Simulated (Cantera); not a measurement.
Input (Python, Cantera):

```python
import numpy as np
import cantera as ct

gas = ct.Solution("gri30.yaml")
gas.TPX = 1075, 101325, {'N2O': 1, 'N2': 5}
reactor = ct.IdealGasConstPressureReactor(gas, energy="off", clone=False)
net = ct.ReactorNet([reactor])
net.rtol, net.atol = 1e-08, 1e-18
show = ['N2O', 'NO', 'N2', 'O', 'NO2', 'O2']
times = np.geomspace(4e-05, 200, 14)

steps = ct.SolutionArray(gas, extra=["t"])
rows = []
print(f"{'t/s':>10s}{'T/K':>9s}{'P/Pa':>11s}" + "".join(f"{s:>11s}" for s in show))
for t in times:
    while net.time < t:
        t_next = net.step()
        steps.append(gas.state, t=t_next)
    rows.append([np.interp(t, steps.t, y) for y in (steps.T, steps.P, *steps(*show).X.T)])
    print(f"{t:10.3e}{rows[-1][0]:9.1f}{rows[-1][1]:11.4g}" + "".join(f"{x:11.3e}" for x in rows[-1][2:]))
rate = np.gradient(steps.T, steps.t)
print("integrator steps:", len(steps.t))
if steps.T.max() > steps.T[0] + 200:
    print(f"time of steepest temperature rise: {steps.t[rate.argmax()]:.4e} s")
gas.TPX = 1075, 101325, {'N2O': 1, 'N2': 5}
gas.equilibrate("TP")
print(f"equilibrium (TP): T = {gas.T:.1f} K  " + "  ".join(f"{s} {gas[s].X[0]:.3e}" for s in show))
```

Result:

```
       t/s      T/K       P/Pa        N2O         NO         N2          O        NO2         O2
 4.000e-05   1075.0  1.013e+05  1.667e-01  4.747e-09  8.333e-01  9.839e-08  3.808e-15  3.697e-08
 1.310e-04   1075.0  1.013e+05  1.667e-01  3.341e-08  8.333e-01  1.742e-07  1.876e-13  2.602e-07
 4.292e-04   1075.0  1.013e+05  1.667e-01  1.551e-07  8.333e-01  1.927e-07  4.038e-12  1.208e-06
 1.406e-03   1075.0  1.013e+05  1.667e-01  5.608e-07  8.333e-01  1.928e-07  5.274e-11  4.368e-06
 4.606e-03   1075.0  1.013e+05  1.666e-01  1.889e-06  8.334e-01  1.928e-07  5.928e-10  1.472e-05
 1.509e-02   1075.0  1.013e+05  1.666e-01  6.235e-06  8.334e-01  1.928e-07  6.253e-09  4.861e-05
 4.942e-02   1075.0  1.013e+05  1.663e-01  2.041e-05  8.335e-01  1.926e-07  6.055e-08  1.595e-04
 1.619e-01   1075.0  1.013e+05  1.655e-01  6.637e-05  8.339e-01  1.920e-07  4.770e-07  5.209e-04
 5.303e-01   1075.0  1.013e+05  1.628e-01  2.134e-04  8.353e-01  1.898e-07  2.510e-06  1.687e-03
 1.737e+00   1075.0  1.013e+05  1.544e-01  6.654e-04  8.396e-01  1.825e-07  9.148e-06  5.323e-03
 5.690e+00   1075.0  1.013e+05  1.309e-01  1.883e-03  8.517e-01  1.617e-07  2.705e-05  1.556e-02
 1.864e+01   1075.0  1.013e+05  8.100e-02  4.157e-03  8.774e-01  1.141e-07  6.055e-05  3.740e-02
 6.106e+01   1075.0  1.013e+05  2.358e-02  5.957e-03  9.074e-01  4.389e-08  8.742e-05  6.298e-02
 2.000e+02   1075.0  1.013e+05  1.066e-03  6.177e-03  9.194e-01  2.718e-09  9.622e-05  7.325e-02
integrator steps: 1049
equilibrium (TP): T = 1075.0 K  N2O 3.707e-09  NO 4.437e-05  N2 9.231e-01  O 3.637e-10  NO2 8.918e-07  O2 7.690e-02
```

Model: GRI-Mech 3.0 (53 species, 325 reactions), integrated in Cantera. GRI-Mech 3.0 was tuned for natural gas; its chemistry of N2O as a main component is partial and can be far from experiment. The mechanism lacks the step 2 NO + O2 → 2 NO2, which can matter for NO2 below about 1400 K. The temperature is held fixed by assumption; the heat of reaction is taken as removed at once.
